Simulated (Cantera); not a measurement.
# SiCl₄ + HCl + N₂ + Cl₂ (silicon epitaxy and polysilicon growth)

Charge: 1 mol SiCl₄, 1.2 mol HCl, 63 mol N₂, 0.52 mol Cl₂, equilibrated at 0.0140 bar.

Method: chemical equilibrium by Gibbs-energy minimisation in Cantera with the NASA 1993 tables (ideal gas, pure condensed phases). Candidate condensed phases: NH₄Cl, Si, Si₃N₄; 28 gas species. The tables' values for SiCl₃ are old estimates; treat these amounts as uncertain. Rates play no part.

```tsv
T (°C)	log p N₂	log p Cl	log p HCl	log p SiCl₄	log p Cl₂
575	-1.87	-6.55	-3.59	-3.67	-3.96
675	-1.87	-5.75	-3.59	-3.67	-3.96
775	-1.87	-5.10	-3.59	-3.67	-3.97
875	-1.87	-4.58	-3.59	-3.67	-4.01
975	-1.87	-4.17	-3.59	-3.67	-4.11
1075	-1.87	-3.89	-3.59	-3.67	-4.33
1175	-1.88	-3.74	-3.60	-3.68	-4.70
1275	-1.88	-3.68	-3.60	-3.69	-5.16
1375	-1.88	-3.61	-3.60	-3.74	-5.53
1475	-1.88	-3.46	-3.60	-3.93	-5.70
```
log p: log10 of the partial pressure in bar; nothing condenses.

From 575 °C to 1475 °C nothing is condensed. The main Si-bearing gas is SiCl₄ throughout.
